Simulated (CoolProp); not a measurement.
A simple Rankine cycle with toluene: condensing at 313.15 K, boiler at 1.51 MPa, turbine inlet 521.2 K, turbine efficiency 0.7, pump efficiency 0.8, no recuperator. Each further row changes one setting.

Values from CoolProp's reference Helmholtz-energy equation of state, Lemmon 2006. It is a short technical equation, of lower accuracy than the large ones.

| case | thermal efficiency (%) | net work (kJ/kg) | heat in (kJ/kg) | turbine exit temperature (K) | volume ratio over the turbine |
|---|---|---|---|---|---|
| as stated | [?] | [?] | 687 | 418.3 | 206 |
| turbine inlet 541.2 K | 19.8 | 145 | [?] | [?] | 198 |
| condensing temperature 305.15 K | 20.8 | 146 | 701 | [?] | 297 |
| boiler pressure 1.06 MPa | [?] | 133 | 703 | 430.5 | 133 |
| turbine efficiency 0.6 | 17.0 | 117 | 687 | 430.7 | 212 |

Q: Fill in the missing entries.

A: 
- as stated, thermal efficiency (%): 19.9
- as stated, net work (kJ/kg): 137
- turbine inlet 541.2 K, heat in (kJ/kg): 732
- turbine inlet 541.2 K, turbine exit temperature (K): 440.7
- condensing temperature 305.15 K, turbine exit temperature (K): 412.6
- boiler pressure 1.06 MPa, thermal efficiency (%): 19.0
